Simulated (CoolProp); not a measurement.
Vapour-liquid equilibrium of dimethyl ether (1) + n-perfluorobutane (2) at 1.01 MPa; x and y are mole fractions of (1).

Computed with CoolProp (multi-fluid Helmholtz-energy mixture model, Wu 2011 and Gao 2022; pair parameters Bell 2016).

```tsv
x	bubble temperature, mixture model (K)	bubble temperature, Raoult's law (K)	y, mixture model	y, Raoult's law
0.05	(withheld)	345.2	0.150	0.094
0.2	324.0	339.6	0.476	0.332
0.35	(withheld)	334.7	0.622	0.519
0.5	(withheld)	330.2	0.683	0.669
0.65	311.5	326.2	0.715	0.792
0.8	311.5	322.5	(withheld)	0.892
0.95	314.6	319.2	0.889	0.975
```

Q: Fill in the missing entries.

A: 
- 0.05, bubble temperature, mixture model (K): 340.5
- 0.35, bubble temperature, mixture model (K): 315.6
- 0.5, bubble temperature, mixture model (K): 312.4
- 0.8, y, mixture model: 0.756

The largest gap from Raoult's law is -19.1 K in bubble temperature, at x = 0.35. y crosses x between x = 0.65 and 0.8: the model has an azeotrope there.

The pair parameters rest on a limited set of measurements; away from them the model extrapolates. With so large a gap from Raoult's law the liquid may split in two, which this calculation doesn't test in full.
